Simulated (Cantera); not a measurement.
What does this Cantera script print?

```python
import numpy as np
import cantera as ct

gas = ct.Solution("SiF4_NH3_mec.yaml", "gas")
gas.TPX = 1700, 45000, {'NH3': 1, 'H2': 14}
reactor = ct.IdealGasConstPressureReactor(gas, energy="off", clone=False)
net = ct.ReactorNet([reactor])
net.rtol, net.atol = 1e-08, 1e-18
show = ['NH3', 'H2', 'N2H4', 'H', 'N2H2', 'NH2']
times = np.geomspace(2e-05, 200, 10)

steps = ct.SolutionArray(gas, extra=["t"])
rows = []
print(f"{'t/s':>10s}{'T/K':>9s}{'P/Pa':>11s}" + "".join(f"{s:>11s}" for s in show))
for t in times:
    while net.time < t:
        t_next = net.step()
        steps.append(gas.state, t=t_next)
    rows.append([np.interp(t, steps.t, y) for y in (steps.T, steps.P, *steps(*show).X.T)])
    print(f"{t:10.3e}{rows[-1][0]:9.1f}{rows[-1][1]:11.4g}" + "".join(f"{x:11.3e}" for x in rows[-1][2:]))
rate = np.gradient(steps.T, steps.t)
print("integrator steps:", len(steps.t))
if steps.T.max() > steps.T[0] + 200:
    print(f"time of steepest temperature rise: {steps.t[rate.argmax()]:.4e} s")
gas.TPX = 1700, 45000, {'NH3': 1, 'H2': 14}
gas.equilibrate("TP")
print(f"equilibrium (TP): T = {gas.T:.1f} K  " + "  ".join(f"{s} {gas[s].X[0]:.3e}" for s in show))
```

It prints:

```
       t/s      T/K       P/Pa        NH3         H2       N2H4          H       N2H2        NH2
 2.000e-05   1700.0    4.5e+04  6.667e-02  9.333e-01  6.499e-15  2.409e-07  1.448e-14  4.596e-08
 1.199e-04   1700.0    4.5e+04  6.667e-02  9.333e-01  2.560e-13  1.454e-06  8.911e-13  2.656e-07
 7.188e-04   1700.0    4.5e+04  6.666e-02  9.333e-01  9.334e-12  8.719e-06  3.702e-11  1.581e-06
 4.309e-03   1700.0    4.5e+04  6.665e-02  9.333e-01  3.195e-10  5.100e-05  1.531e-09  9.238e-06
 2.583e-02   1700.0    4.5e+04  6.655e-02  9.332e-01  3.081e-09  1.590e-04  1.998e-08  2.875e-05
 1.549e-01   1700.0    4.5e+04  6.573e-02  9.337e-01  3.211e-09  1.644e-04  2.105e-08  2.935e-05
 9.283e-01   1700.0    4.5e+04  6.113e-02  9.361e-01  2.849e-09  1.670e-04  1.872e-08  2.764e-05
 5.565e+00   1700.0    4.5e+04  4.192e-02  9.463e-01  1.509e-09  1.792e-04  1.005e-08  2.012e-05
 3.336e+01   1700.0    4.5e+04  1.225e-02  9.620e-01  1.642e-10  2.057e-04  1.130e-09  6.641e-06
 2.000e+02   1700.0    4.5e+04  2.001e-03  9.675e-01  4.804e-12  2.167e-04  3.352e-11  1.136e-06
integrator steps: 959
equilibrium (TP): T = 1700.0 K  NH3 2.732e-06  H2 9.685e-01  N2H4 9.090e-18  H 2.176e-04  N2H2 4.433e-15  NH2 1.556e-09
```

Cantera simulation using the gas-phase N/H chemistry of the illustrative SiF4/NH3 mechanism in the Surface Chemkin manual (1991); the numbers are that mechanism's predictions, not measurements. Walls and surfaces, which speed up NH3 decomposition in real reactors, are not modelled.
